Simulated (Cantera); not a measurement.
Gas mixture: CO₂ : C₃H₈ = 0.068 : 0.062 (molar parts), at 41.3 Torr, frozen composition.

Cantera's kinetic-theory transport with the Lennard-Jones parameters of GRI-Mech 3.0, ideal gas; thermal conductivity in the mixture-averaged form. The composition is frozen, though it would react at the higher temperatures.

One state of this run: ρ (kg/m³) = 0.0291; cp (J/kg/K) = 2536; μ (µPa s) = 30.7; λ (mW/m/K) = 90.0; Pr = 0.866; D (cm²/s) NH₃ = 24.1; D (cm²/s) O = 31.6; D (cm²/s) CH₃ = 23.2. D: mixture-averaged diffusion coefficient of that species in the mixture.

Which value of T (K) does it belong to?
A) 1600
B) 1000
C) 1400
D) 1800

B, 1000
